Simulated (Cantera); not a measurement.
A closed system holds: 1 mol PbO, 0.38 mol O2, 1.1 mol H2, held at 1375 K.

These are equilibrium values from Cantera (NASA tables, ideal gas, pure condensed phases), not measurements of a reactor. Candidate condensed phases: H2O, Pb, PbO, PbO2, Pb3O4; 12 gas species. Each liquid is taken as pure. Mutual solubility and eutectic melting of coexisting phases are not modelled. Gases not in the tables: (PbO)n polymers. Kinetics and transport are ignored.

log p: log10 of the partial pressure in bar; n: condensed amount in mol.

| P (Pa) | log p H2O | log p PbO | log p Pb | log p O2 | log p H2 | log p OH | log p Pb2 | n PbO(l) | n Pb(l) |
|---|---|---|---|---|---|---|---|---|---|
| 10 | -4.30 | -4.64 | -4.64 | -5.43 | -8.10 | … | -10.85 | 0 | 0 |
| 52 | -3.57 | -3.84 | -4.00 | -5.09 | -7.54 | … | -9.58 | 0 | 0 |
| 270 | -2.85 | -3.09 | -3.34 | -4.91 | -6.91 | … | -8.25 | 0 | 0 |
| 1400 | -2.02 | -2.81 | -2.53 | -5.98 | -5.55 | … | -6.64 | 0.483 | 0 |
| 7200 | -1.19 | -2.81 | -2.18 | -6.67 | -4.37 | … | -5.94 | 0.634 | 0.226 |
| 37000 | -0.44 | -2.81 | -2.18 | -6.67 | -3.62 | … | -5.94 | 0.656 | 0.319 |
| 190000 | 0.28 | -2.81 | -2.18 | -6.67 | -2.90 | … | -5.94 | 0.660 | 0.335 |
| 1000000 | 1.00 | -2.81 | -2.18 | -6.67 | -2.18 | … | -5.94 | 0.661 | 0.339 |

Question: What belongs in the gaps?

Answer: 
- 10, log p OH: -7.46
- 52, log p OH: -7.01
- 270, log p OH: -6.61
- 1400, log p OH: -6.46
- 7200, log p OH: -6.22
- 37000, log p OH: -5.84
- 190000, log p OH: -5.48
- 1000000, log p OH: -5.12
